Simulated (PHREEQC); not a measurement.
Leach liquor

Consider water at 20 °C with 0.0097 mol H2SO4, 0.012 mol Li2SO4 and 0.012 mol Fe2(SO4)3 per kg of water. It is in equilibrium with CO2 at log p = -3.4 (atm). Otherwise closed; pH follows from the charge balance.

Computed with PHREEQC (ion-association model, wateq4f.dat).

This is a speciation only: nothing precipitates in the calculation.

Question: Predict the pH, ionic strength.

Answer: pH 2.06; ionic strength 0.0827 mol/kgw.

Question: In which forms is Fe present?

Answer: FeSO4+ 77 %, Fe(SO4)2- 15 %, Fe+3 3.6 %, FeHSO4+2 3.6 %, FeOH+2 1.0 % of the Fe.

The solution is supersaturated, for example in Hematite (slow to form), Goethite (slow to form), so a real one may precipitate; this is no full list. Complexes and solids missing from the database can't appear.
